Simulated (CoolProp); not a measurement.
Saturation properties of sulfur dioxide.

Model: reference Helmholtz-energy equation of state, Gao 2016, in CoolProp.

| T (°C) | p (kPa) | vapour density (kg/m³) | liquid cp (kJ/(kg K)) | surface tension (mN/m) |
|---|---|---|---|---|
| 4.75 | 188.1 | 5.447 | 1.370 | 25.6 |
| 12.85 | 256.1 | 7.276 | 1.377 | 24.0 |
| 20.95 | 341.7 | 9.555 | 1.387 | 22.4 |
| 28.95 | 446.7 | 12.32 | 1.399 | 20.9 |
| 37.05 | 576.5 | 15.72 | 1.413 | 19.3 |
| 45.15 | 733.3 | 19.82 | 1.430 | 17.8 |
| 53.15 | 917.9 | 24.67 | 1.451 | 16.2 |
| 61.25 | 1138 | 30.51 | 1.476 | 14.7 |
| 69.25 | 1393 | 37.34 | 1.505 | 13.2 |
| 77.35 | 1692 | 45.52 | 1.542 | 11.7 |

It boils at -10.0 °C under 1 atm.

Surface tension comes from a separate correlation (Mulero 2012).
